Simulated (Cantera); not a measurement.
An isothermal, constant-pressure homogeneous reactor starts with 6.80 % H2, 93.2 % O2, at 1473 K and 0.0230 bar.

Computed with Cantera and GRI-Mech 3.0 (53 species, 325 reactions). Radical loss at walls, strong at low pressure, is not modelled. The temperature is held fixed by assumption; the heat of reaction is taken as removed at once.

x: mole fraction; the columns are a selection and need not sum to one.

```tsv
t (s)	x H2	x O2	x H2O	x O	x HO2	x H2O2	x OH
6.00e-5	0.0680	0.932	5.97e-7	6.36e-7	4.00e-7	7.72e-10	…
0.000142	0.0680	0.932	1.31e-5	9.34e-6	9.48e-7	3.94e-9	…
0.000334	0.0616	0.927	0.00444	0.00298	2.53e-6	2.00e-8	…
0.000789	0.00157	0.876	0.0574	0.0472	3.51e-6	9.33e-8	0.00920
0.00186	0.00143	0.878	0.0582	0.0456	3.45e-6	9.02e-8	0.00887
0.00440	0.00131	0.882	0.0592	0.0413	3.37e-6	8.87e-8	0.00852
0.0104	0.00107	0.892	0.0613	0.0330	3.17e-6	8.45e-8	…
0.0245	0.000691	0.906	0.0643	0.0206	2.68e-6	7.36e-8	…
0.0578	0.000300	0.919	0.0673	0.00868	1.79e-6	5.29e-8	…
0.136	8.71e-5	0.926	0.0690	0.00248	8.29e-7	2.94e-8	…
0.322	2.08e-5	0.928	0.0698	0.000586	2.99e-7	1.34e-8	…
0.760	5.08e-6	0.929	0.0701	0.000143	1.36e-7	5.66e-9	…
1.79	1.49e-6	0.929	0.0703	4.19e-5	1.25e-7	2.66e-9	…
4.24	7.15e-7	0.929	0.0703	2.01e-5	1.52e-7	1.89e-9	0.000205
10.0	6.35e-7	0.929	0.0703	1.79e-5	1.59e-7	1.82e-9	0.000193
```

Task: What belongs in the gaps?

Result: 
- 6.00e-5, x OH: 5.67e-7
- 0.000142, x OH: 8.19e-6
- 0.000334, x OH: 0.00250
- 0.0104, x OH: 0.00775
- 0.0245, x OH: 0.00626
- 0.0578, x OH: 0.00416
- 0.136, x OH: 0.00225
- 0.322, x OH: 0.00110
- 0.760, x OH: 0.000545
- 1.79, x OH: 0.000295
